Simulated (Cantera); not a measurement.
Cantera run:

```python
import numpy as np
import cantera as ct

gas_names = """
    B BF BF2 BF3 BH BHF2 BH2 BH3 BN BO BOF BOF2 BO2 B2 B2O B2O2 B2O3 B3O3F3 B3O3H3 F FO FO2 F2 F2O H HBO
    HBO2 HF HNO HNO2 HNO3 HOF HO2 H2 H2F2 H2O H2O2 H3B3O6 H3F3 H4F4 H5F5 H6F6 H7F7 N NF NF2 NF3 NH NH2
    NH3 NH2OH NO NO2 NO3 N2 N2H2 N2H4 N2O O OH O2 O3
""".split()
cond_names = """
    B(b) B(L) BN(s) B2O3(L) B3O3H3(cr) H2O(s) H2O(L)
""".split()


def load(file, names, dense=False):
    # The tables refer to 1 bar. Condensed volumes are neglected.
    table = {s.name: s for s in ct.Species.list_from_file(file)}
    out = []
    for n in names:
        d = dict(table[n].input_data)
        d["thermo"] = dict(d["thermo"], **{"reference-pressure": 1e5})
        if dense:
            d["equation-of-state"] = {"model": "constant-volume", "density": "1e6 g/cm^3"}
        out.append(ct.Species.from_dict(d))
    return out


gas = ct.Solution(thermo="ideal-gas", species=load("nasa_gas.yaml", gas_names))
cond = {s.name: ct.Solution(thermo="fixed-stoichiometry", species=[s], name=s.name)
        for s in load("nasa_condensed.yaml", cond_names, dense=True)}
atoms = {
    'BF3': {'B': 1, 'F': 3},
    'N2': {'N': 2},
    'H2': {'H': 2},
    'H2O': {'H': 2, 'O': 1},
}
top_T = {'BN(s)': 3200}  # K; cautious upper limits of use, not melting points


def equilibrate(T, P, feed):
    n = {}
    for name, mol in feed.items():
        for a, k in atoms[name].items():
            n[a] = n.get(a, 0.0) + k * mol
    gas.TPX = T, P, n
    mass = sum(n.values()) * gas.mean_molecular_weight
    gas.equilibrate("TP")
    valid = [c for c in cond.values() if c.min_temp <= T <= top_T.get(c.name, c.max_temp)]
    mix = ct.Mixture([(gas, mass / gas.mean_molecular_weight)] + [(c, 0.0) for c in valid])
    mix.T, mix.P = T, P
    mix.equilibrate("TP", solver="vcs", rtol=1e-11, max_steps=5000)
    return mix


results = []
P = 10000  # Pa
for T in [948, 998, 1048, 1098, 1148, 1198, 1248, 1298, 1348, 1398, 1448]:
    for m in [0.2, 0.61, 1, 1.4, 1.8, 2.2, 2.6, 3.1, 3.5, 3.9, 4.3, 4.7]:
        feed = {'BF3': 1, 'N2': 37, 'H2': 24, 'H2O': m}  # mol
        mix = equilibrate(T, P, feed)
        results.append((T, P, feed, dict(zip(mix.species_names, mix.species_moles))))

for T, P, feed, n in results:
    print(f"{T:7g} {feed['H2O']:10.4g}  " + (" + ".join(c for c in cond_names if n.get(c, 0) > 1e-12) or "gas only"))
```

Result:

```
    948        0.2  BN(s)
    948       0.61  B2O3(L)
    948          1  B2O3(L)
    948        1.4  B2O3(L)
    948        1.8  B2O3(L)
    948        2.2  B2O3(L)
    948        2.6  B2O3(L)
    948        3.1  B2O3(L)
    948        3.5  B2O3(L)
    948        3.9  B2O3(L)
    948        4.3  B2O3(L)
    948        4.7  B2O3(L)
    998        0.2  BN(s)
    998       0.61  B2O3(L)
    998          1  B2O3(L)
    998        1.4  B2O3(L)
    998        1.8  B2O3(L)
    998        2.2  B2O3(L)
    998        2.6  B2O3(L)
    998        3.1  B2O3(L)
    998        3.5  B2O3(L)
    998        3.9  B2O3(L)
    998        4.3  B2O3(L)
    998        4.7  B2O3(L)
   1048        0.2  BN(s)
   1048       0.61  B2O3(L)
   1048          1  B2O3(L)
   1048        1.4  B2O3(L)
   1048        1.8  B2O3(L)
   1048        2.2  B2O3(L)
   1048        2.6  B2O3(L)
   1048        3.1  B2O3(L)
   1048        3.5  B2O3(L)
   1048        3.9  B2O3(L)
   1048        4.3  B2O3(L)
   1048        4.7  B2O3(L)
   1098        0.2  BN(s)
   1098       0.61  B2O3(L)
   1098          1  B2O3(L)
   1098        1.4  B2O3(L)
   1098        1.8  B2O3(L)
   1098        2.2  B2O3(L)
   1098        2.6  B2O3(L)
   1098        3.1  B2O3(L)
   1098        3.5  B2O3(L)
   1098        3.9  B2O3(L)
   1098        4.3  B2O3(L)
   1098        4.7  B2O3(L)
   1148        0.2  BN(s)
   1148       0.61  B2O3(L)
   1148          1  B2O3(L)
   1148        1.4  B2O3(L)
   1148        1.8  B2O3(L)
   1148        2.2  B2O3(L)
   1148        2.6  B2O3(L)
   1148        3.1  B2O3(L)
   1148        3.5  B2O3(L)
   1148        3.9  B2O3(L)
   1148        4.3  B2O3(L)
   1148        4.7  B2O3(L)
   1198        0.2  BN(s)
   1198       0.61  B2O3(L)
   1198          1  B2O3(L)
   1198        1.4  B2O3(L)
   1198        1.8  B2O3(L)
   1198        2.2  B2O3(L)
   1198        2.6  B2O3(L)
   1198        3.1  B2O3(L)
   1198        3.5  B2O3(L)
   1198        3.9  B2O3(L)
   1198        4.3  B2O3(L)
   1198        4.7  B2O3(L)
   1248        0.2  BN(s)
   1248       0.61  gas only
   1248          1  B2O3(L)
   1248        1.4  B2O3(L)
   1248        1.8  B2O3(L)
   1248        2.2  B2O3(L)
   1248        2.6  B2O3(L)
   1248        3.1  B2O3(L)
   1248        3.5  B2O3(L)
   1248        3.9  B2O3(L)
   1248        4.3  B2O3(L)
   1248        4.7  B2O3(L)
   1298        0.2  BN(s)
   1298       0.61  gas only
   1298          1  gas only
   1298        1.4  B2O3(L)
   1298        1.8  B2O3(L)
   1298        2.2  B2O3(L)
   1298        2.6  B2O3(L)
   1298        3.1  B2O3(L)
   1298        3.5  B2O3(L)
   1298        3.9  B2O3(L)
   1298        4.3  B2O3(L)
   1298        4.7  B2O3(L)
   1348        0.2  BN(s)
   1348       0.61  gas only
   1348          1  gas only
   1348        1.4  gas only
   1348        1.8  gas only
   1348        2.2  gas only
   1348        2.6  gas only
   1348        3.1  B2O3(L)
   1348        3.5  B2O3(L)
   1348        3.9  B2O3(L)
   1348        4.3  B2O3(L)
   1348        4.7  B2O3(L)
   1398        0.2  BN(s)
   1398       0.61  gas only
   1398          1  gas only
   1398        1.4  gas only
   1398        1.8  gas only
   1398        2.2  gas only
   1398        2.6  gas only
   1398        3.1  gas only
   1398        3.5  gas only
   1398        3.9  gas only
   1398        4.3  gas only
   1398        4.7  gas only
   1448        0.2  BN(s)
   1448       0.61  gas only
   1448          1  gas only
   1448        1.4  gas only
   1448        1.8  gas only
   1448        2.2  gas only
   1448        2.6  gas only
   1448        3.1  gas only
   1448        3.5  gas only
   1448        3.9  gas only
   1448        4.3  gas only
   1448        4.7  gas only
```

These are equilibrium values from Cantera (NASA tables, ideal gas, pure condensed phases), not measurements of a reactor. N2 is the only nitrogen source here; it is nearly inert below about 1500 K, so the nitride shown seldom forms there in practice. The tables' values for BF2 are old estimates. Gases not in the tables: H3BO3.
